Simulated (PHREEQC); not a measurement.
NaHCO3 is added in steps, without added water, to 1 kg of water holding 0.014 mol/kgw Ag2SO4, at 20 °C. Oxygen is held at 0.21 atm. CO2 from the air is kept out. The run lets Ag2O, Ag2CO3, Ag2SO4, Mirabilite, Nahcolite, Natron precipitate or redissolve, and no other solid.

Base run: PHREEQC, ion-association model, wateq4f.dat. Each further column changes one thing. The table gives Ag in solution (mol/kgw).

```json
[
 {"NaHCO3 added (mol)": "0", "base": "0.0280", "Debye-Hückel limiting law": "0.0280", "Davies equation for every ion": "0.0280", "metal-ligand complexes left out": "0.0280", "all activity coefficients set to 1": "0.0280"},
 {"NaHCO3 added (mol)": "0.007", "base": "0.0220", "Debye-Hückel limiting law": "0.0221", "Davies equation for every ion": "0.0220", "metal-ligand complexes left out": "0.0219", "all activity coefficients set to 1": "0.0218"},
 {"NaHCO3 added (mol)": "0.014", "base": "0.0160", "Debye-Hückel limiting law": "0.0161", "Davies equation for every ion": "0.0160", "metal-ligand complexes left out": "0.0158", "all activity coefficients set to 1": "0.0155"},
 {"NaHCO3 added (mol)": "0.021", "base": "0.0106", "Debye-Hückel limiting law": "0.0108", "Davies equation for every ion": "0.0106", "metal-ligand complexes left out": "___", "all activity coefficients set to 1": "0.00994"},
 {"NaHCO3 added (mol)": "0.028", "base": "0.00654", "Debye-Hückel limiting law": "0.00686", "Davies equation for every ion": "0.00656", "metal-ligand complexes left out": "0.00621", "all activity coefficients set to 1": "0.00573"},
 {"NaHCO3 added (mol)": "0.035", "base": "0.00411", "Debye-Hückel limiting law": "0.00444", "Davies equation for every ion": "0.00413", "metal-ligand complexes left out": "0.00381", "all activity coefficients set to 1": "0.00335"},
 {"NaHCO3 added (mol)": "0.042", "base": "0.00283", "Debye-Hückel limiting law": "0.00313", "Davies equation for every ion": "0.00285", "metal-ligand complexes left out": "0.00259", "all activity coefficients set to 1": "0.00220"},
 {"NaHCO3 added (mol)": "0.049", "base": "0.00212", "Debye-Hückel limiting law": "0.00239", "Davies equation for every ion": "0.00213", "metal-ligand complexes left out": "0.00193", "all activity coefficients set to 1": "0.00159"},
 {"NaHCO3 added (mol)": "0.056", "base": "0.00169", "Debye-Hückel limiting law": "0.00194", "Davies equation for every ion": "0.00170", "metal-ligand complexes left out": "0.00153", "all activity coefficients set to 1": "0.00124"},
 {"NaHCO3 added (mol)": "0.063", "base": "0.00140", "Debye-Hückel limiting law": "___", "Davies equation for every ion": "0.00141", "metal-ligand complexes left out": "0.00127", "all activity coefficients set to 1": "0.00101"},
 {"NaHCO3 added (mol)": "0.07", "base": "0.00120", "Debye-Hückel limiting law": "0.00142", "Davies equation for every ion": "0.00121", "metal-ligand complexes left out": "___", "all activity coefficients set to 1": "0.000852"},
 {"NaHCO3 added (mol)": "0.077", "base": "0.00105", "Debye-Hückel limiting law": "0.00126", "Davies equation for every ion": "0.00106", "metal-ligand complexes left out": "0.000950", "all activity coefficients set to 1": "0.000736"},
 {"NaHCO3 added (mol)": "0.084", "base": "0.000936", "Debye-Hückel limiting law": "0.00114", "Davies equation for every ion": "0.000943", "metal-ligand complexes left out": "___", "all activity coefficients set to 1": "___"}
]
```

What belongs in the gaps?


- 0.021, metal-ligand complexes left out: 0.0103
- 0.063, Debye-Hückel limiting law: 0.00163
- 0.07, metal-ligand complexes left out: 0.00109
- 0.084, metal-ligand complexes left out: 0.000847
- 0.084, all activity coefficients set to 1: 0.000648
